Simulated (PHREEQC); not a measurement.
# City or well water: speciation

A made-up water analysis in mg/L, 55 °C, pH 6.32, pe 2.9: Na 117; K 11.3; Ca 45.6; Mg 66.9; Cl 144; S(6) as SO4 57.3; Alkalinity as HCO3 468; Zn 0.495; Ba 0.251; B 3.21.

Na is adjusted to close the charge balance.
Valence states are taken as typed.

Computed with PHREEQC (ion-association model, phreeqc.dat).

```
Property                       Value
--------------------  --------------
ionic strength        0.0162 mol/kgw
specific conductance      2110 µS/cm
```

| species | molality | activity | log γ |
|---|---|---|---|
| HCO3- | 0.00741 | 0.00652 | -0.056 |
| CO2 | 0.00601 | 0.00603 | 0.002 |
| Na+ | 0.00482 | 0.00423 | -0.057 |
| Cl- | 0.00407 | 0.00355 | -0.059 |
| Mg+2 | 0.00243 | 0.00147 | -0.219 |
| Ca+2 | 0.00103 | 0.000615 | -0.224 |
| SO4-2 | 0.000396 | 0.000235 | -0.227 |
| H3BO3 | 0.000296 | 0.000298 | 0.002 |
| K+ | 0.000289 | 0.000251 | -0.060 |
| MgSO4 | 0.000162 | 0.000163 | 0.002 |

No solid was allowed to form. At this temperature some constants are extrapolated from 25 °C, and those without enthalpy data are left unchanged. The database's zinc carbonate complexes are estimates, stronger than later reviews accept.
